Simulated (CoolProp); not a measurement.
CF4 (R14) along the isotherm 133.3 K: density (kg/m³) from the reference equation and from simpler models built on Tc = 227.4 K, pc = 3762 kPa, ω = 0.178; each cubic takes its own stable root.

Values from CoolProp's reference Helmholtz-energy equation of state, Platzer 1990. This equation is an older, rougher fit; its heat capacities, sound speeds and derivatives of the liquid may be far off and weren't checked against measurements.

| p (kPa) | phase | reference | van der Waals | Redlich-Kwong | Soave-Redlich-Kwong | Peng-Robinson |
|---|---|---|---|---|---|---|
| 376 | liquid | 1666 | 1090 | 1608 | 1635 | 1845 |
| 752 | liquid | 1667 | 1093 | 1610 | 1637 | 1846 |
| 1130 | liquid | 1668 | 1095 | 1612 | 1638 | 1848 |
| 1500 | liquid | 1669 | 1098 | 1613 | 1640 | 1849 |
| 1880 | liquid | 1670 | 1100 | 1615 | 1641 | 1851 |
| 2260 | liquid | 1671 | 1103 | 1617 | 1643 | 1852 |
| 2630 | liquid | 1673 | 1105 | 1618 | 1644 | 1853 |
| 3010 | liquid | 1674 | 1107 | 1620 | 1645 | 1855 |
| 3390 | liquid | 1675 | 1109 | 1622 | 1647 | 1856 |
| 3760 | liquid | 1676 | 1111 | 1623 | 1648 | 1857 |
| 4140 | liquid | 1677 | 1113 | 1625 | 1650 | 1859 |
| 4510 | liquid | 1678 | 1115 | 1627 | 1651 | 1860 |
| 4890 | liquid | 1679 | 1117 | 1628 | 1652 | 1861 |
| 5270 | liquid | 1680 | 1119 | 1630 | 1654 | 1863 |
| 5640 | liquid | 1681 | 1121 | 1631 | 1655 | 1864 |
